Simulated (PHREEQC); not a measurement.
Consider water at 20 °C with 0.22 mol/kgw HNO3 and 0.08 mol/kgw NaCl. It is in equilibrium with CO2 at log p = 0 (atm). Otherwise closed; pH follows from the charge balance.

Model: ion-association model, phreeqc.dat, run in PHREEQC.

| Property | Value |
|---|---|
| pH | 0.76 |
| ionic strength | 0.300 mol/kgw |
| activity of water | 0.989 |
| specific conductance | 69200 µS/cm |
| density | 1.009 g/cm³ |
| total alkalinity | -220 meq/kg |

```
species  molality  activity   log γ
-------  --------  --------  ------
H+          0.220     0.172  -0.106
NO3-        0.220     0.145  -0.180
Cl-        0.0800    0.0550  -0.163
Na+        0.0800    0.0586  -0.135
CO2        0.0363    0.0389   0.030
(CO2)2    2.19e-5   2.35e-5   0.030
HCO3-     1.28e-7   9.27e-8  -0.141
NaHCO3    2.93e-9   3.15e-9   0.030
```

No solid was allowed to form.
